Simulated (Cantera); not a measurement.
Input (Python, Cantera):

```python
import numpy as np
import cantera as ct

surf = ct.Interface("diamond.yaml", "diamond_100")
gas, bulk = surf.adjacent["gas"], surf.adjacent["diamond"]
k = surf.kinetics_species_index(bulk.species_names[0])
cover = ["c6HH", "c6H*", "c6*H", "c6**", "c6HM", "c6B"]

rows, drift = [], 0.0
print(f"{'xH':>10s}{'um/h':>11s}" + "".join(f"{s:>11s}" for s in cover))
for v in [0.0001, 0.00025, 0.00063, 0.0016, 0.004, 0.01, 0.026, 0.064, 0.16]:
    T, P, xH, xCH3 = 1298, 5100, v, 2.2e-05
    gas.TPX = T, P, {"H": xH, "CH3": xCH3, "CH4": 0.0081, "H2": 1 - xH - xCH3 - 0.0081}
    surf.TP = bulk.TP = T, P
    surf.coverages = "c6H*:0.1, c6HH:0.9"
    surf.advance_coverages(100.0)
    before = surf.coverages
    surf.advance_coverages(100.0)
    drift = max(drift, np.max(np.abs(surf.coverages - before) / (surf.coverages + 1e-9)))
    rate = surf.net_production_rates[k] * bulk.mean_molecular_weight / bulk.density * 3.6e9
    rows.append([rate, *surf[cover].coverages])
    print(f"{v:10.4g}{rate:11.4e}" + "".join(f"{x:11.3e}" for x in rows[-1][1:]))
```

Result:

```
        xH       um/h       c6HH       c6H*       c6*H       c6**       c6HM        c6B
    0.0001 6.5945e-03  6.603e-01  2.861e-02  3.067e-01  4.160e-03  2.125e-05  1.789e-11
   0.00025 2.8435e-02  5.347e-01  3.869e-02  4.148e-01  1.146e-02  3.138e-05  7.716e-11
   0.00063 7.5242e-02  4.520e-01  4.478e-02  4.801e-01  2.281e-02  4.159e-05  2.042e-10
    0.0016 1.3845e-01  4.089e-01  4.752e-02  5.094e-01  3.396e-02  4.959e-05  3.757e-10
     0.004 2.1398e-01  3.896e-01  4.858e-02  5.204e-01  4.119e-02  5.307e-05  5.807e-10
      0.01 3.3140e-01  3.814e-01  4.904e-02  5.245e-01  4.490e-02  5.145e-05  8.993e-10
     0.026 5.4787e-01  3.779e-01  4.936e-02  5.260e-01  4.664e-02  4.378e-05  1.487e-09
     0.064 8.4817e-01  3.766e-01  4.982e-02  5.261e-01  4.742e-02  3.165e-05  2.302e-09
      0.16 1.1668e+00  3.759e-01  5.084e-02  5.252e-01  4.801e-02  1.858e-05  3.166e-09
```

Cantera simulation using the Harris–Goodwin 1993 mechanism for the reconstructed diamond (100) surface; the numbers are that mechanism's predictions, not measurements.
